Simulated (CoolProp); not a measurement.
Vapour-liquid equilibrium of CH2F2 (R32) (1) + R227EA (2) at 249.3 K; x and y are mole fractions of (1).

Values from CoolProp's multi-fluid Helmholtz-energy mixture model, Tillner-Roth 1997 and Lemmon 2016; pair parameters Bell 2016.

```csv
x,"bubble pressure, mixture model (MPa)","bubble pressure, Raoult's law (MPa)","y, mixture model","y, Raoult's law"
0.05,0.09007,0.08628,0.229,0.203
0.125,0.1173,0.1071,0.447,0.409
0.2,___,0.1279,0.582,0.547
0.275,0.1702,0.1487,0.673,0.647
0.35,___,0.1696,0.737,0.722
0.425,0.2165,0.1904,0.785,0.781
0.5,0.2368,0.2112,0.822,0.829
0.575,0.2555,0.2320,___,0.867
0.65,0.2729,0.2528,___,0.900
0.725,0.2895,0.2737,0.905,0.927
0.8,___,0.2945,0.929,0.951
0.875,___,0.3153,0.954,0.971
0.95,___,0.3361,0.981,0.989
```

Q: What belongs in the gaps?

A: 
- 0.2, bubble pressure, mixture model (MPa): 0.1443
- 0.35, bubble pressure, mixture model (MPa): 0.1943
- 0.575, y, mixture model: 0.853
- 0.65, y, mixture model: 0.880
- 0.8, bubble pressure, mixture model (MPa): 0.3057
- 0.875, bubble pressure, mixture model (MPa): 0.3220
- 0.95, bubble pressure, mixture model (MPa): 0.3386

The largest gap from Raoult's law is +14.6 % in bubble pressure, at x = 0.35. No azeotrope shows between x = 0.05 and 0.95.

Pair parameters are fitted to limited data, so mixtures are less certain than the pure fluids.
